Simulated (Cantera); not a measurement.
An isothermal, constant-pressure homogeneous reactor starts with CH4 : N2 = 1 : 1.2 (molar parts), at 1573 K and 1.00 bar. Integrator tolerance rtol = 1e-08.

Model: GRI-Mech 3.0 (53 species, 325 reactions), integrated in Cantera. GRI-Mech 3.0 stops at C3 and has no aromatics, soot or wall deposition, so with more carbon than oxygen in the feed, carbon stays in small species such as C2H2 where larger ones or solid carbon would form.

```
quantity                                           before                                      after
----------------  ---------------------------------------  -----------------------------------------
x(CH4) at 100 s     0.0405 (gas-phase equilibrium 0.0344)    0.00703 (gas-phase equilibrium 0.00569)
x(C2H4) at 100 s  0.00805 (gas-phase equilibrium 0.00561)    0.00163 (gas-phase equilibrium 0.00106)
x(H) at 100 s     2.66e-5 (gas-phase equilibrium 2.69e-5)  0.000245 (gas-phase equilibrium 0.000245)
x(CH3) at 100 s   5.17e-5 (gas-phase equilibrium 4.35e-5)    7.53e-5 (gas-phase equilibrium 6.08e-5)
x(C2H2) at 100 s     0.136 (gas-phase equilibrium 0.0928)       0.152 (gas-phase equilibrium 0.0985)
```

Task: Name the change that produced these shifts.
A) CH4 1 to 1.5 parts
B) pressure from 1.00 bar to 0.630 bar
C) temperature 1573 to 1800 K
D) CH4 1 to 0.48 parts

Result: C, temperature 1573 to 1800 K
